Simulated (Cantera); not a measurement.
**Reactions in the system B-Cl-H-O**

Cantera with NASA thermochemical tables; ideal gases at 1 bar, condensed phases pure. Values are per mole of reaction as written; species without (g) are pure solids or liquids, kept so even where they would boil at 1 bar. The tables' values for BOCl are old estimates.

4 HCl(g) + 3 B2O2(g) → 2 H2O(g) + 2 B + 4 BOCl(g)

```csv
T (K),ΔH° (kJ),ΔS° (J/K),ΔG° (kJ),log10 K
300,-11.5,-136.5,29.4,-5.12
1223,-12.4,-141.3,160.4,-6.85
1298,-12.0,-141.0,171.0,-6.88
1373,-11.6,-140.7,181.6,-6.91
1448,-11.1,-140.4,192.1,-6.93
1523,-10.6,-140.0,202.6,-6.95
1598,-10.1,-139.7,213.1,-6.97
1673,-9.5,-139.3,223.6,-6.98
1748,-8.9,-139.0,234.0,-6.99
1823,-8.3,-138.6,244.4,-7.00
1898,-7.5,-138.2,254.8,-7.01
```
